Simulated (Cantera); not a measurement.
Predominance diagram of Ta at 1050 K against the partial pressures of O₂ and CO (log10, bar). Source: NASA polynomial tables (part measured, part estimated), evaluated in Cantera. Candidates: Ta(s), TaC(s), Ta₂O₅(s). Only these pure phases compete in this equilibrium. TaC: taken at fixed stoichiometry. Not in the tables: Ta₂C.

Which phase is stable at these pairs, and which metal-bearing vapour leads over it? (-4.9, -23); (-17, -7.1); (-15.8, -17.7); (-11, -3.5); (-15.8, -23); (-20.7, -23); (-17, -15.9)


| log p(O₂) | log p(CO) | phase | chief vapour | log p (bar) |
|---|---|---|---|---|
| -4.9 | -23 | Ta₂O₅(s) | TaO₂ | -26.7 |
| -17 | -7.1 | Ta₂O₅(s) | TaO₂ | -23.6 |
| -15.8 | -17.7 | Ta₂O₅(s) | TaO₂ | -23.9 |
| -11 | -3.5 | Ta₂O₅(s) | TaO₂ | -25.1 |
| -15.8 | -23 | Ta₂O₅(s) | TaO₂ | -23.9 |
| -20.7 | -23 | Ta₂O₅(s) | TaO₂ | -22.7 |
| -17 | -15.9 | Ta₂O₅(s) | TaO₂ | -23.6 |
